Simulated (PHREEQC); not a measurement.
Buffer: an equilibrium model

Solution (90 °C): 0.007 mol NaHSO4, 0.015 mol Na2SO4 and 0.17 mol NaCl per kg of water. Closed to the air; pH follows from the charge balance.

Equilibrium calculation in PHREEQC: ion-association model, phreeqc.dat.

No solid was allowed to form.

Predict the pH, density.

pH 2.72; density 0.974 g/cm³.

In which forms is Na present?

Na+ 98 %, NaSO4- 2.2 % of the Na.

Away from 25 °C the constants follow the database's enthalpies or fits; those with neither stay at their 25 °C values.
